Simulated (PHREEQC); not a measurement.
Hard or scaling water: speciation

A solution holds 0.00345 mol/kgw CaCl2 and 0.016 mol/kgw Na2HPO4, at 25 °C. Closed to the air; pH follows from the charge balance.

All values are PHREEQC results (ion-association model, wateq4f.dat), not measurements.

```
Property                   Value
----------------  --------------
pH                          8.19
ionic strength    0.0474 mol/kgw
total alkalinity     16.0 meq/kg
```

| species | molality | activity | log γ |
|---|---|---|---|
| Na+ | 0.0316 | 0.0261 | -0.083 |
| HPO4-2 | 0.0125 | 0.00590 | -0.327 |
| Cl- | 0.00690 | 0.00563 | -0.088 |
| CaHPO4 | 0.00164 | 0.00166 | 0.005 |
| Ca+2 | 0.00107 | 0.000512 | -0.319 |
| CaPO4- | 0.000736 | 0.000612 | -0.080 |
| H2PO4- | 0.000731 | 0.000607 | -0.080 |

Precipitation was switched off in this run. The solution is supersaturated, for example in Hydroxyapatite, so a real one may precipitate; this is no full list. Complexes and solids missing from the database can't appear. H3PO4, which wateq4f.dat lacks, is added to it with the constant of phreeqc.dat.
